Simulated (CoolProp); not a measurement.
Properties of R143a along the isobar 2730 kPa.

Model: reference Helmholtz-energy equation of state, Lemmon and Jacobsen 2000, in CoolProp.

```
T (K)   phase  density (kg/m³)  cv (kJ/(kg K))  isothermal compressibility (1/MPa)  Prandtl number
-----  ------  ---------------  --------------  ----------------------------------  --------------
173.3  liquid             1306          0.8135                            0.001120            3.83
188.8  liquid             1268          0.8214                            0.001345            3.36
204.3  liquid             1229          0.8370                            0.001632            3.07
219.8  liquid             1189          0.8570                            0.002009            2.89
235.3  liquid             1148          0.8796                            0.002521            2.76
250.7  liquid             1105          0.9034                            0.003241               …
266.2  liquid                …          0.9285                            0.004325            2.62
281.7  liquid             1007          0.9545                            0.006082            2.59
297.2  liquid            948.5          0.9822                                   …            2.59
312.7  liquid            877.3           1.014                             0.01669            2.65
328.1  liquid            775.2           1.066                             0.04742            3.00
343.6     gas            123.7           1.062                              0.6513            1.07
359.1     gas            106.5           1.044                              0.5403           0.921
374.6     gas            95.49           1.048                              0.4903           0.849
```

Problem. Some entries are withheld; supply them.

Solution. 
- 250.7, Prandtl number: 2.68
- 266.2, density (kg/m³): 1058
- 297.2, isothermal compressibility (1/MPa): 0.009300

Viscosity comes from a separate model (Klein 1997), an estimate that may be off by 10 % or more. Thermal conductivity comes from a separate model (McLinden 2000), an estimate that may be off by 10 % or more.
